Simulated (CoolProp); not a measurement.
Vapour-liquid equilibrium of toluene (1) + ethylbenzene (2) at 321.7 K; x and y are mole fractions of (1).

Model: multi-fluid Helmholtz-energy mixture model, Lemmon 2006 and Zhou 2012; pair parameters Bell 2016, in CoolProp.

| x | bubble pressure, mixture model (bar) | bubble pressure, Raoult's law (bar) | y, mixture model | y, Raoult's law |
|---|---|---|---|---|
| 0.05 | 0.04756 | 0.04740 | 0.124 | 0.122 |
| 0.15 | 0.05462 | 0.05457 | 0.315 | 0.317 |
| 0.25 | 0.06137 | 0.06173 | 0.459 | 0.468 |
| 0.35 | 0.06805 | 0.06890 | 0.576 | 0.587 |
| 0.45 | 0.07479 | 0.07606 | 0.673 | 0.683 |
| 0.55 | 0.08172 | 0.08323 | 0.756 | 0.763 |
| 0.65 | 0.08889 | 0.09040 | 0.827 | 0.830 |
| 0.75 | 0.09630 | 0.09756 | 0.888 | 0.888 |
| 0.85 | 0.1039 | 0.1047 | 0.939 | 0.937 |
| 0.95 | 0.1116 | 0.1119 | 0.982 | 0.980 |

The largest gap from Raoult's law is -1.8 % in bubble pressure, at x = 0.55. No azeotrope shows between x = 0.05 and 0.95.

The pair parameters rest on a limited set of measurements; away from them the model extrapolates.
